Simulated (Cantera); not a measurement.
Feed: 1 mol SiCl4, 2.2 mol Cl2, 0.73 mol H2, at 25.0 bar.

Cantera equilibrium calculation (NASA polynomials, part measured and part estimated; ideal gas, pure solids and liquids). Candidate condensed phases: Si; 19 gas species. Equilibrium is a limit: real reactors are often held back by kinetics, nucleation or transport. All values below are at 1125 °C.

Base state: Cl2 0.372, HCl 0.371, SiCl4 0.254, Cl 0.00341 (mole fractions); condensed: gas only.

Task: What changes in the equilibrium state with this change: H2 from 0.73 to 1.1 mol?

Result: 
| species | before | after |
|---|---|---|
| HCl | 0.371 | 0.511 |
| Cl2 | 0.372 | 0.254 |
| SiCl4 | 0.254 | 0.232 |
| Cl | 0.00341 | 0.00282 |

Task: What changes in the equilibrium state with this change: H2 from 0.73 to 0.44 mol?

Result: 
```tsv
species	before	after
Cl2	0.372	0.481
SiCl4	0.254	0.274
HCl	0.371	0.241
Cl	0.00341	0.00388
```
